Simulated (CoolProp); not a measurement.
Vapour-liquid equilibrium of R134a (1) + R123 (2) at 2.77 bar; x and y are mole fractions of (1).

Computed with CoolProp (multi-fluid Helmholtz-energy mixture model, Tillner-Roth 1994 and Younglove 1994; pair parameters Bell 2016).

Q: Give the bubble temperature and the first vapour's composition at x = 0.25, 0.35, 0.85. Is there an azeotrope?

A: x = 0.25: 299.7 K, y = 0.713; x = 0.35: 292.8 K, y = 0.802; x = 0.85: 275.2 K, y = 0.968. No azeotrope shows between x = 0.05 and 0.95.

The pair parameters rest on a limited set of measurements; away from them the model extrapolates.
